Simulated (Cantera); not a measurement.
A closed system holds: 1 mol PbO, 2.3 mol CO, 7.1 mol H2, 0.52 mol CH4, equilibrated at 800 K and 13.0 Pa.

Method: chemical equilibrium by Gibbs-energy minimisation in Cantera with the NASA 1993 tables (ideal gas, pure condensed phases). Candidate condensed phases: C, C6H6, C7H8, C8H18, H2O, Pb, PbO, PbO2, Pb3O4; 113 gas species. The numbers say what is thermodynamically allowed, not how fast it happens.

### Question
What is the equilibrium state?

### Answer
| Item | Result |
|---|---|
| x(H2) | 0.724 |
| x(CO) | 0.232 |
| x(CO2) | 0.0252 |
| x(H2O) | 0.0186 |
| x(Pb) | 0.000473 |
| x(CH4) | 2.51e-6 |
| n(Pb(l)) | 0.995 mol |
| gas amount | 10.97 mol |
| log10 activity of C(graphite) (absent) | -1.56 |
| log10 activity of PbO2(s) (absent) | -22.10 |
| log10 activity of Pb3O4(s) (absent) | -32.85 |
